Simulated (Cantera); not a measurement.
A perfectly stirred reactor is fed with 91.2 % N2O, 8.84 % O2, at 6600 Pa; it is held at 1275 K, and followed from long to short residence time.

Model: GRI-Mech 3.0 (53 species, 325 reactions), integrated in Cantera. GRI-Mech 3.0 was tuned for natural gas; its chemistry of N2O as a main component is partial and can be far from experiment. The mechanism lacks the step 2 NO + O2 → 2 NO2, which can matter for NO2 below about 1400 K. The temperature is held fixed by assumption; the heat of reaction is taken as removed at once.

x: mole fraction; the columns are a selection and need not sum to one.

| τ (s) | x N2O | x O2 | x N2 | x NO | x NO2 | x O |
|---|---|---|---|---|---|---|
| 0.66 | 0.794 | 0.120 | 0.0753 | 0.0111 | … | 5.43e-6 |
| 0.28 | 0.858 | 0.103 | 0.0345 | 0.00508 | … | 5.44e-6 |
| 0.12 | 0.888 | 0.0948 | 0.0153 | 0.00225 | … | 5.45e-6 |
| 0.050 | 0.901 | 0.0911 | 0.00648 | 0.000953 | … | 5.44e-6 |
| 0.021 | 0.907 | 0.0896 | 0.00274 | 0.000402 | … | 5.43e-6 |
| 0.0090 | 0.910 | 0.0889 | 0.00117 | 0.000172 | … | 5.41e-6 |
| 0.0038 | 0.911 | 0.0886 | 0.000494 | 7.19e-5 | … | 5.34e-6 |
| 0.0016 | 0.911 | 0.0885 | 0.000205 | 2.95e-5 | 4.44e-10 | 5.20e-6 |

### Question
What belongs in the gaps?

### Answer

- 0.66, x NO2: 7.04e-6
- 0.28, x NO2: 2.83e-6
- 0.12, x NO2: 9.90e-7
- 0.050, x NO2: 2.77e-7
- 0.021, x NO2: 6.49e-8
- 0.0090, x NO2: 1.37e-8
- 0.0038, x NO2: 2.56e-9
